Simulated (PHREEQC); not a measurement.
Solution (25 °C): 0.00062 mol/kgw PbCl2. Closed to the air; pH follows from the charge balance.

Equilibrium calculation in PHREEQC: ion-association model, wateq4f.dat.

No solid was allowed to form.

Task: What pH does the model give?

Result: pH 5.50.

Task: In which forms is Pb present?

Result: Pb+2 96 %, PbCl+ 3.8 %, PbOH+ 0.5 % of the Pb.
